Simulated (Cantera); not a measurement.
A Cantera script and what it prints.

```python
import numpy as np
import cantera as ct

gas_names = """
    Mg MgO Mg2 O O2 O3 Si SiO SiO2 Si2 Si3
""".split()
cond_names = """
    Mg(cr) Mg(L) MgO(s) MgO(L) MgSiO3(I) MgSiO3(II) MgSiO3(III) MgSiO3(L) Mg2SiO4(s) Mg2SiO4(L) Si(cr)
    Si(L) SiO2(Lqz) SiO2(hqz) SiO2(L)
""".split()


# ... load() reads the species with a 1 bar reference pressure and builds the phases ...
atoms = {
    'SiO2': {'Si': 1, 'O': 2},
    'MgO': {'Mg': 1, 'O': 1},
    'O2': {'O': 2},
}
top_T = {}  # K; cautious upper limits of use, not melting points


# ... equilibrate(T, P, feed) seeds the gas with the atoms and calls Mixture.equilibrate('TP', solver="vcs", rtol=1e-11, max_steps=5000) ...
results = []
feed = {'SiO2': 1, 'MgO': 3.7, 'O2': 0.19}  # mol
T = 1925  # K
P = 101325  # Pa
mix = equilibrate(T, P, feed)
results.append((T, P, feed, dict(zip(mix.species_names, mix.species_moles))))
print(gas.report(threshold=0.001))
for i in range(1, mix.n_phases):
    print(f"{mix.phase(i).name:16s} {mix.phase_moles(i):12.5e} mol")
```

Output:

```
       temperature   1925 K
          pressure   1.0132e+05 Pa
           density   0.20253 kg/m^3
  mean mol. weight   31.992 kg/kmol
   phase of matter   gas

                          1 kg             1 kmol
                     ---------------   ---------------
          enthalpy        1.7635e+06        5.6419e+07  J
   internal energy        1.2632e+06        4.0414e+07  J
           entropy            8351.8        2.6719e+05  J/K
    Gibbs function       -1.4314e+07       -4.5792e+08  J
 heat capacity c_p            1177.2             37662  J/K
 heat capacity c_v            917.32             29347  J/K

                      mass frac. Y      mole frac. X     chem. pot. / RT
                     ---------------   ---------------   ---------------
                O2           0.99982           0.99963           -28.616
     [  +10 minor]        0.00018284        0.00036551

Mg(L)             0.00000e+00 mol
MgO(s)            1.70000e+00 mol
MgSiO3(L)         0.00000e+00 mol
Mg2SiO4(s)        1.00000e+00 mol
Si(L)             0.00000e+00 mol
SiO2(L)           0.00000e+00 mol
```

These are equilibrium values from Cantera (NASA tables, ideal gas, pure condensed phases), not measurements of a reactor. Mutual solubility and eutectic melting of coexisting phases are not modelled. Condensed phases not in the tables: alloys, solid solutions and most ternary compounds.
